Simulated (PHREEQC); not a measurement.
3.4 g of hydrous ferric oxide (600 m²/g; 0.2 weak and 0.005 strong sites per Fe, Dzombak-Morel constants, diffuse double layer) in 1 kg of water with 0.001 mol/kgw of an inert sodium salt and 0.1 mmol/kgw Ag2SO4, 0.81 mmol/kgw MgCl2 and 0.4 mmol/kgw CuCl2, at 25 °C; the pH is set by adding NaOH or the inert anion's acid. Oxygen is held at 0.21 atm. The system is closed to CO2. Precipitation was switched off in this run.

The series has 13 steps of pH, from 3 to 9.

Model: ion-association model, wateq4f.dat, run in PHREEQC.

**Question.** Near which pH is half of the S sorbed, and on which side is more sorbed?

**Answer.** Near pH 7.4, with more sorbed at lower pH.

**Question.** Near which pH is half of the Ag sorbed, and on which side is more sorbed?

**Answer.** Near pH 7.5, with more sorbed at higher pH.

**Question.** Near which pH is half of the Mg sorbed, and on which side is more sorbed?

**Answer.** Near pH 7.7, with more sorbed at higher pH.

Along this series the solution becomes supersaturated in solids that the run did not let form, among them Cerargyrite. The database's constant for dissolved Cu(OH)2 is higher than later reviews accept. The oxide is taken as insoluble; below pH 4 it would dissolve.
